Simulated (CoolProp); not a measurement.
Vapour-liquid equilibrium of R227EA (1) + isobutane (2) at 0.718 MPa; x and y are mole fractions of (1).

Model: multi-fluid Helmholtz-energy mixture model, Lemmon 2016 and Bücker 2006; pair parameters Bell 2016, in CoolProp.

```
x     bubble temperature (K)  y at the bubble point  dew temperature at overall composition x (K)  liquid density (mol/L)
----  ----------------------  ---------------------  --------------------------------------------  ----------------------
0.05                   319.6                  0.147                                         323.2                   8.847
0.15                   313.1                  0.320                                         319.5                   8.748
0.25                   309.9                  0.414                                         315.7                   8.600
0.35                   308.2                  0.475                                         312.0                   8.444
0.45                   307.3                  0.524                                         308.8                   8.301
0.55                   306.9                  0.570                                         307.0                   8.178
0.65                   307.0                  0.622                                         307.2                   8.075
0.75                   307.6                  0.687                                         308.6                   7.986
0.85                   309.1                  0.778                                         310.6                   7.902
0.95                   311.9                  0.910                                         312.8                   7.805
```

y crosses x between x = 0.55 and 0.65: the model has an azeotrope there.

The pair parameters rest on a limited set of measurements; away from them the model extrapolates.
